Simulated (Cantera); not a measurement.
A freely propagating, adiabatic, planar premixed flame of 11.0 % CH4, 1.21 % H2, 22.5 % O2, 65.3 % N2, equivalence ratio 1.0, unburnt at 550 K and 0.110 bar; mixture-averaged transport, grid criteria slope 0.08 and curve 0.16, no radiation.

Computed with Cantera and GRI-Mech 3.0 (53 species, 325 reactions). Burning velocities carry a grid error of a few per cent, more on coarse grids.

Predict: laminar burning velocity; thermal thickness; peak x(O); peak x(H).


```
Property                    Result
------------------------  --------
laminar burning velocity  226 cm/s
thermal thickness          1.89 mm
peak x(O)                   0.0102
peak x(H)                   0.0219
```
